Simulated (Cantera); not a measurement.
Feed: 1 mol Si3N4, 0.049 mol CO2, 240 mol H2, 0.00064 mol H2O, equilibrated at 3.60 bar.

These are equilibrium values from Cantera (NASA tables, ideal gas, pure condensed phases), not measurements of a reactor. Candidate condensed phases: C, C6H6, C7H8, C8H18, H2O, Si, SiC, SiO2, Si2N2O, Si3N4; 151 gas species. Mutual solubility and eutectic melting of coexisting phases are not modelled. Gases not in the tables: Si2H6 and higher silanes. The numbers say what is thermodynamically allowed, not how fast it happens.

x: gas mole fraction; n: condensed amount in mol.

| T (K) | x H2 | x N2 | x CH4 | x H | x SiO | x NH3 | x SiH2 | n Si2N2O(s) | n Si3N4(s) | n SiC(s) | n Si(l) |
|---|---|---|---|---|---|---|---|---|---|---|---|
| 950 | 1.000 | 0.000121 | 0.000204 | 2.93e-10 | <1e-12 | 3.26e-5 | <1e-12 | 0.0986 | 0.934 | 0 | 0 |
| 1025 | 1.000 | 0.000127 | 0.000204 | 2.30e-9 | <1e-12 | 2.01e-5 | <1e-12 | 0.0986 | 0.934 | 0 | 0 |
| 1100 | 1.000 | 0.000130 | 0.000204 | 1.36e-8 | <1e-12 | 1.31e-5 | <1e-12 | 0.0986 | 0.934 | 0 | 0 |
| 1175 | 1.000 | 0.000133 | 0.000204 | 6.46e-8 | <1e-12 | 8.92e-6 | 6.40e-12 | 0.0986 | 0.934 | 0 | 0 |
| 1250 | 1.000 | 0.000134 | 0.000204 | 2.55e-7 | 1.01e-11 | 6.36e-6 | 1.28e-10 | 0.0986 | 0.934 | 0 | 0 |
| 1325 | 1.000 | 0.000135 | 0.000204 | [?] | [?] | [?] | [?] | 0.0986 | 0.934 | 0 | 0 |
| 1400 | 1.000 | 0.000135 | 0.000204 | 2.56e-6 | 4.03e-9 | 3.58e-6 | 1.95e-8 | 0.0986 | 0.934 | 0 | 0 |
| 1475 | 1.000 | 0.000136 | 0.000204 | 6.83e-6 | 5.04e-8 | 2.81e-6 | 1.63e-7 | 0.0986 | 0.934 | 0 | 0 |
| 1550 | 1.000 | [?] | [?] | [?] | [?] | 2.40e-6 | [?] | 0.0985 | 0.932 | [?] | 0 |
| 1625 | 1.000 | 0.000219 | 8.71e-5 | 3.72e-5 | 3.29e-6 | 2.33e-6 | 4.59e-6 | 0.0978 | 0.925 | 0.0279 | 0 |
| 1700 | 0.999 | 0.000433 | 5.84e-5 | 7.76e-5 | 1.71e-5 | 2.73e-6 | 1.42e-5 | 0.0943 | 0.901 | 0.0344 | 0.0664 |
| 1775 | 0.998 | 0.00162 | 6.44e-5 | 0.000152 | 6.11e-5 | 4.44e-6 | 2.50e-5 | 0.0826 | 0.764 | 0.0310 | 0.490 |

Q: Fill in the missing entries.

A: 
- 1325, x H: 8.62e-7
- 1325, x SiO: 2.40e-10
- 1325, x NH3: 4.70e-6
- 1325, x SiH2: 1.82e-9
- 1550, x N2: 0.000155
- 1550, x CH4: 0.000177
- 1550, x H: 1.66e-5
- 1550, x SiO: 4.70e-7
- 1550, x SiH2: 1.02e-6
- 1550, n SiC(s): 0.00641
